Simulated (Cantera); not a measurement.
An isothermal, constant-pressure homogeneous reactor starts with 5.00 % C₂H₆, 95.0 % N₂, at 1950 K and 27.8 Torr.

Cantera simulation using GRI-Mech 3.0 (53 species, 325 reactions); the numbers are that mechanism's predictions, not measurements. GRI-Mech 3.0 stops at C3 and has no aromatics, soot or wall deposition, so with more carbon than oxygen in the feed, carbon stays in small species such as C2H2 where larger ones or solid carbon would form. Radical loss at walls, strong at low pressure, is not modelled.

x: mole fraction; the columns are a selection and need not sum to one.

```tsv
t (s)	x C₂H₆	x H	x CH₃	x C₂H₄	x HCN
0.000100	0.00271	0.00368	0.0293	0.0169	1.86e-5
0.000269	4.89e-5	0.00285	0.00834	0.00820	4.99e-5
0.000725	7.15e-6	0.00158	0.00304	0.00180	6.53e-5
0.00195	2.05e-6	0.00103	0.00151	0.000341	7.39e-5
0.00525	7.03e-7	0.000794	0.000845	0.000105	8.07e-5
0.0141	___	0.000764	___	___	___
0.0381	___	___	___	___	___
0.102	7.10e-9	0.00120	9.13e-5	2.39e-6	0.000134
0.276	3.43e-10	0.00156	2.14e-5	1.42e-6	0.000179
0.743	7.22e-12	0.00178	3.05e-6	1.35e-6	0.000213
2.00	<1e-12	0.00180	5.70e-7	1.34e-6	0.000223
```

Task: What belongs in the gaps?

Result: 
- 0.0141, x C₂H₆: 2.54e-7
- 0.0141, x CH₃: 0.000504
- 0.0141, x C₂H₄: 3.77e-5
- 0.0141, x HCN: 8.88e-5
- 0.0381, x C₂H₆: 6.41e-8
- 0.0381, x H: 0.000909
- 0.0381, x CH₃: 0.000260
- 0.0381, x C₂H₄: 1.03e-5
- 0.0381, x HCN: 0.000104
